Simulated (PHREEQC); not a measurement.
Consider water at 20 °C with 2.6e-05 mol/kgw SrCl2, 3.1e-08 mol/kgw CO2 and 0.00082 mol/kgw MgSO4. Closed to the air; pH follows from the charge balance.

All values are PHREEQC results (ion-association model, phreeqc.dat), not measurements.

No solid was allowed to form.

**Question.** Order these C species by the share of C that they hold, largest first: HCO3-, MgHCO3+, CO2.

**Answer.** HCO3- (81 %), CO2 (18 %), MgHCO3+ (0.55 %)

The ionic strength is 0.00306 mol/kgw. Complexes and solids missing from the database can't appear.
